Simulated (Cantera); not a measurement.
An isothermal, constant-pressure homogeneous reactor starts with 0.0992 % CO, 0.357 % O₂, 0.318 % H₂O, 99.2 % N₂, equivalence ratio 0.14, at 1425 K and 4.93 atm.

Model: GRI-Mech 3.0 (53 species, 325 reactions), integrated in Cantera.

x: mole fraction; the columns are a selection and need not sum to one.

```csv
t (s),x CO,x O₂,x H₂O,x H₂,x N₂O,x NO,x CO₂
3.00e-6,0.000992,0.00357,0.00318,<1e-12,<1e-12,<1e-12,5.26e-11
1.61e-5,0.000992,0.00357,0.00318,<1e-12,<1e-12,<1e-12,2.90e-10
8.66e-5,0.000992,0.00357,0.00318,4.70e-11,1.39e-12,<1e-12,2.07e-9
0.000465,0.000992,0.00357,0.00318,9.89e-9,9.82e-11,<1e-12,1.08e-7
0.00250,[?],0.00332,0.00314,[?],[?],[?],[?]
0.0134,2.54e-5,0.00309,0.00317,1.18e-6,1.28e-6,1.28e-7,0.000967
0.0721,3.53e-7,0.00308,0.00318,6.54e-8,2.09e-7,1.48e-7,0.000992
0.387,1.25e-8,0.00308,0.00318,1.73e-8,1.84e-8,1.50e-7,0.000993
2.08,1.21e-8,0.00308,0.00318,1.70e-8,1.79e-8,1.52e-7,0.000993
11.2,1.21e-8,0.00308,0.00318,1.70e-8,1.79e-8,1.64e-7,0.000993
60.0,1.21e-8,0.00308,0.00318,1.70e-8,1.79e-8,2.26e-7,0.000993
```

Some entries are withheld; supply them.


- 0.00250, x CO: 0.000508
- 0.00250, x H₂: 1.60e-5
- 0.00250, x N₂O: 6.54e-7
- 0.00250, x NO: 2.73e-8
- 0.00250, x CO₂: 0.000484
